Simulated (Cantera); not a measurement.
# N2O furnace oxynitridation

An isothermal, constant-pressure homogeneous reactor starts with N₂O : H₂O = 1 : 0.0026 (molar parts), at 1123 K and 100.0 Torr.

Computed with Cantera and GRI-Mech 3.0 (53 species, 325 reactions). GRI-Mech 3.0 was tuned for natural gas; its chemistry of N2O as a main component is partial and can be far from experiment. The mechanism lacks the step 2 NO + O2 → 2 NO2, which can matter for NO2 below about 1400 K. The temperature is held fixed by assumption; the heat of reaction is taken as removed at once.

```json
[
 {"t (s)": "2.00e-5", "x N₂O": "0.997", "x NO": "4.01e-9", "x O₂": "2.44e-8", "x NO₂": "<1e-12", "x N₂": "1.97e-7", "x O": "1.46e-7"},
 {"t (s)": "0.000125", "x N₂O": "0.997", "x NO": "9.65e-8", "x O₂": "5.87e-7", "x NO₂": "<1e-12", "x N₂": "1.67e-6", "x O": "4.48e-7"},
 {"t (s)": "0.000787", "x N₂O": "0.997", "x NO": "9.54e-7", "x O₂": "5.80e-6", "x NO₂": "3.22e-12", "x N₂": "1.26e-5", "x O": "5.08e-7"},
 {"t (s)": "0.00493", "x N₂O": "0.997", "x NO": "6.38e-6", "x O₂": "3.89e-5", "x NO₂": "2.05e-9", "x N₂": "8.16e-5", "x O": "5.08e-7"},
 {"t (s)": "0.0309", "x N₂O": "0.997", "x NO": "3.96e-5", "x O₂": "0.000246", "x NO₂": "8.05e-7", "x N₂": "0.000515", "x O": "5.07e-7"},
 {"t (s)": "0.194", "x N₂O": "0.992", "x NO": "0.000225", "x O₂": "0.00154", "x NO₂": "2.68e-5", "x N₂": "0.00324", "x O": "5.02e-7"},
 {"t (s)": "1.22", "x N₂O": "0.966", "x NO": "0.00139", "x O₂": "0.00954", "x NO₂": "0.000124", "x N₂": "0.0200", "x O": "4.84e-7"},
 {"t (s)": "7.63", "x N₂O": "0.823", "x NO": "0.00817", "x O₂": "0.0539", "x NO₂": "0.000155", "x N₂": "0.112", "x O": "4.72e-7"},
 {"t (s)": "47.8", "x N₂O": "0.347", "x NO": "0.0303", "x O₂": "0.202", "x NO₂": "0.000115", "x N₂": "0.419", "x O": "4.31e-7"},
 {"t (s)": "300", "x N₂O": "0.0111", "x NO": "0.0427", "x O₂": "0.308", "x NO₂": "0.000114", "x N₂": "0.637", "x O": "8.49e-8"}
]
```
x: mole fraction; the columns are a selection and need not sum to one.

Equilibrium at this temperature and pressure: N₂O 3.01e-9, NO 0.000121, O₂ 0.333, NO₂ 1.40e-6, N₂ 0.665, O 6.99e-9 (gas phase only).
